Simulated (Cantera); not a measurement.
# Equilibrium for silicon carbide growth: Si(CH3)4 + C2H2 + H2

Charge: 1 mol Si(CH3)4, 0.68 mol C2H2, 630 mol H2, at 1150 °C and 1.00 bar.

Method: chemical equilibrium by Gibbs-energy minimisation in Cantera with the NASA 1993 tables (ideal gas, pure condensed phases). Candidate condensed phases: C, C6H6, C7H8, C8H18, Si, SiC; 87 gas species. Rates play no part.

| Item | Value |
|---|---|
| x(H2) | 0.996 |
| x(CH4) | 0.00378 |
| x(H) | 6.64e-6 |
| x(C2H2 (acetylene)) | 3.43e-6 |
| x(C2H4) | 2.19e-6 |
| n(C(graphite)) | 1.96 mol |
| n(SiC(s)) | 1.000 mol |
| gas amount | 634.3 mol |
| log10 activity of Si(s) (absent) | -2.27 |
